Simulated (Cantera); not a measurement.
A perfectly stirred reactor is fed with 11.5 % H₂, 88.5 % O₂, at 2670 Pa; it is held at 1200 K, and followed from long to short residence time.

Detailed kinetics in Cantera: GRI-Mech 3.0 (53 species, 325 reactions). Radical loss at walls, strong at low pressure, is not modelled. The temperature is held fixed by assumption; the heat of reaction is taken as removed at once.

One state of this run: x H₂ = 0.00900; x O₂ = 0.834; x O = 0.0350; x H = 0.0201; x HO₂ = 1.28e-5; x OH = 0.00729; x H₂O = 0.0946. x: mole fraction; the columns are a selection and need not sum to one.

Task: Which value of τ (s) does it belong to?
(A) 0.0069
(B) 0.085
(C) 0.0020
(D) 0.30

Result: C, 0.0020
